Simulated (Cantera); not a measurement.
A Cantera script and what it prints.

```python
import numpy as np
import cantera as ct

gas_names = """
    Ca CaCL CaCL2 CaO CaOH CaO2H2 Ca2 CL CLO CL2 H HCL HOCL HO2 H2 H2O H2O2 O OH O2 O3
""".split()
cond_names = """
    Ca(a) Ca(b) Ca(L) CaCL2(s) CaCL2(L) CaO(s) CaO(L) CaO2H2(s) H2O(s) H2O(L)
""".split()


def load(file, names, dense=False):
    # The tables refer to 1 bar. Condensed volumes are neglected.
    table = {s.name: s for s in ct.Species.list_from_file(file)}
    out = []
    for n in names:
        d = dict(table[n].input_data)
        d["thermo"] = dict(d["thermo"], **{"reference-pressure": 1e5})
        if dense:
            d["equation-of-state"] = {"model": "constant-volume", "density": "1e6 g/cm^3"}
        out.append(ct.Species.from_dict(d))
    return out


gas = ct.Solution(thermo="ideal-gas", species=load("nasa_gas.yaml", gas_names))
cond = {s.name: ct.Solution(thermo="fixed-stoichiometry", species=[s], name=s.name)
        for s in load("nasa_condensed.yaml", cond_names, dense=True)}
atoms = {
    'CaO': {'Ca': 1, 'O': 1},
    'Cl2': {'CL': 2},
    'H2': {'H': 2},
}
top_T = {}  # K; cautious upper limits of use, not melting points


def equilibrate(T, P, feed):
    n = {}
    for name, mol in feed.items():
        for a, k in atoms[name].items():
            n[a] = n.get(a, 0.0) + k * mol
    gas.TPX = T, P, n
    mass = sum(n.values()) * gas.mean_molecular_weight
    gas.equilibrate("TP")
    valid = [c for c in cond.values() if c.min_temp <= T <= top_T.get(c.name, c.max_temp)]
    mix = ct.Mixture([(gas, mass / gas.mean_molecular_weight)] + [(c, 0.0) for c in valid])
    mix.T, mix.P = T, P
    mix.equilibrate("TP", solver="vcs", rtol=1e-11, max_steps=5000)
    return mix


results = []
T = 1548  # K
P = 2.5  # Pa
for m in [2.6, 3.4, 4.4, 5.7, 7.4, 9.7, 13, 16]:
    feed = {'CaO': 1, 'Cl2': m, 'H2': 0.23}  # mol
    mix = equilibrate(T, P, feed)
    results.append((T, P, feed, dict(zip(mix.species_names, mix.species_moles))))

top = {s: max(r[3][s] / sum(r[3][g] for g in gas_names) for r in results) for s in gas_names}
cols = sorted((s for s in top if top[s] > 1e-06), key=lambda s: -top[s])[:5]
seen = [c for c in cond_names if any(r[3].get(c, 0) > 1e-12 for r in results)]
print("log10 of partial pressures in bar; condensed amounts in mol")
print(f"{'n(Cl2)':>10s}" + "".join(f"{s[:9]:>10s}" for s in cols + seen))
for T, P, feed, n in results:
    ng = sum(n[g] for g in gas_names)
    print(f"{feed['Cl2']:10.4g}" + "".join(f"{np.log10(max(n[s] / ng * P / 1e5, 1e-99)):10.3f}" for s in cols)
          + "".join(f"{n.get(c, 0):10.4g}" for c in seen))
```

Output:

```
log10 of partial pressures in bar; condensed amounts in mol
    n(Cl2)        CL     CaCL2        O2       HCL       CL2
       2.6    -4.837    -5.274    -5.577    -5.614    -7.480
       3.4    -4.765    -5.401    -5.703    -5.740    -7.336
       4.4    -4.721    -5.520    -5.823    -5.858    -7.247
       5.7    -4.690    -5.638    -5.941    -5.976    -7.185
       7.4    -4.668    -5.756    -6.059    -6.094    -7.141
       9.7    -4.651    -5.877    -6.181    -6.215    -7.108
        13    -4.639    -6.007    -6.311    -6.345    -7.082
        16    -4.632    -6.099    -6.403    -6.436    -7.069
```

Equilibrium computed with Cantera from the NASA thermochemical tables; the gas is ideal and each condensed phase is pure.
